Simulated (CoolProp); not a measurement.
R13 along the isotherm 33.95 °C: Z from the reference equation and from simpler models built on Tc = 29.9 °C, pc = 3973 kPa, ω = 0.175; each cubic takes its own stable root.

The numbers come from the reference Helmholtz-energy equation of state, Platzer 1990 in CoolProp. This equation is an older, rougher fit; its heat capacities, sound speeds and derivatives of the liquid may be far off and weren't checked against measurements.

```csv
p (kPa),phase,reference
18.8,gas,0.9985
33.5,gas,0.9973
59.6,gas,0.9951
106,gas,0.9913
188,gas,0.9845
335,gas,0.9721
596,gas,0.9496
1060,gas,0.9074
1880,gas,0.8243
3350,gas,0.6249
5960,supercritical,0.2671
```

Question: How far does each simpler model (van der Waals, Redlich-Kwong, Soave-Redlich-Kwong, Peng-Robinson) lie from the reference over these 11 states: mean and median of the absolute difference, and the worst?

Answer: 
- van der Waals: mean 4.0 %, median 0.3 %, worst +32.6 % at 33.95 °C and 5960 kPa
- Redlich-Kwong: mean 1.3 %, median 0.0 %, worst +12.0 % at 33.95 °C and 5960 kPa
- Soave-Redlich-Kwong: mean 1.4 %, median 0.0 %, worst +12.9 % at 33.95 °C and 5960 kPa
- Peng-Robinson: mean 0.8 %, median 0.3 %, worst +2.3 % at 33.95 °C and 5960 kPa
